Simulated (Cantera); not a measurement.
# Equilibrium for tantalum, niobium, vanadium and zirconium in process gases: Nb + H2O + H2

Input: 1 mol Nb, 0.11 mol H2O, 470 mol H2, equilibrated at 0.100 bar.

Cantera equilibrium calculation (NASA polynomials, part measured and part estimated; ideal gas, pure solids and liquids). Candidate condensed phases: H2O, Nb, NbO, NbO2, Nb2O5; 12 gas species. Mutual solubility and eutectic melting of coexisting phases are not modelled. NbO: taken at fixed stoichiometry. Condensed phases not in the tables: N, O or C dissolved in the metal. Equilibrium is a limit: real reactors are often held back by kinetics, nucleation or transport.

At 1598 K the condensed part is Nb(s) + NbO(s). From 1698 K to 2398 K the condensed part is Nb(s).

```tsv
T (K)	log p H2	log p H	log p H2O	log p NbO	log p OH	n Nb(s)	n NbO(s)
1598	-1.00	-4.77	-4.87	-10.71	-10.05	0.953	0.0467
1698	-1.00	-4.34	-4.63	-9.63	-9.26	1.000	0
1798	-1.00	-3.95	-4.63	-8.89	-8.77	1.000	0
1898	-1.00	-3.61	-4.63	-8.22	-8.33	1.000	0
1998	-1.00	-3.30	-4.63	-7.62	-7.93	1.000	0
2098	-1.00	-3.01	-4.64	-7.09	-7.57	0.999	0
2198	-1.01	-2.76	-4.64	-6.60	-7.25	0.999	0
2298	-1.01	-2.53	-4.66	-6.17	-6.96	0.996	0
2398	-1.02	-2.31	-4.69	-5.78	-6.71	0.991	0
```
log p: log10 of the partial pressure in bar; n: condensed amount in mol.
